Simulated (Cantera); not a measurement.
# Equilibrium for nitride etching: Si3N4 + H2O

Charge: 1 mol Si3N4, 0.72 mol H2O, equilibrated at 1575 K and 0.0323 Torr.

These are equilibrium values from Cantera (NASA tables, ideal gas, pure condensed phases), not measurements of a reactor. Candidate condensed phases: H2O, Si, SiO2, Si2N2O, Si3N4; 35 gas species. Equilibrium is a limit: real reactors are often held back by kinetics, nucleation or transport.

- x(N2) = 0.580
- x(SiO) = 0.209
- x(H2) = 0.207
- x(H) = 0.00289
- x(Si) = 0.00134
- x(Si2N) = 1.03e-5
- x(SiH) = 9.52e-6
- x(SiN) = 6.32e-6
- x(Si2) = 2.84e-6
- n(Si(s)) = 2.28 mol
- gas amount = 3.450 mol
